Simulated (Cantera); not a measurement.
Cantera run, input and output.

```python
import numpy as np
import cantera as ct

gas = ct.Solution("gri30.yaml")


def delay(T, t_max=10):
    gas.TPX = T, 2000000, {'CH4': 1, 'H2': 0.32, 'O2': 1.44, 'N2': 5.41}
    reactor = ct.IdealGasReactor(gas, clone=False)
    net = ct.ReactorNet([reactor])
    net.rtol, net.atol = 1e-8, 1e-16
    while net.time < t_max:
        t_old, T_old = net.time, reactor.T
        net.step()
        if reactor.T > T + 400:  # ignition: a rise of 400 K
            return t_old + (T + 400 - T_old) / (reactor.T - T_old) * (net.time - t_old)
    return np.nan


taus = []
for T in [1275, 1325, 1375, 1425, 1475, 1525, 1575, 1625, 1675, 1725]:
    taus.append(delay(T))
    print(f"T0 = {T:6g} K   tau = {taus[-1]:.4e} s")
```

It prints:

```
T0 =   1275 K   tau = 1.4585e-04 s
T0 =   1325 K   tau = 1.0025e-04 s
T0 =   1375 K   tau = 7.1082e-05 s
T0 =   1425 K   tau = 5.1185e-05 s
T0 =   1475 K   tau = 3.7135e-05 s
T0 =   1525 K   tau = 2.7051e-05 s
T0 =   1575 K   tau = 1.9769e-05 s
T0 =   1625 K   tau = 1.4501e-05 s
T0 =   1675 K   tau = 1.0690e-05 s
T0 =   1725 K   tau = 7.9318e-06 s
```

Detailed kinetics in Cantera: GRI-Mech 3.0 (53 species, 325 reactions). The pressure lies above the range GRI-Mech 3.0 was tuned for (to about 10 atm).
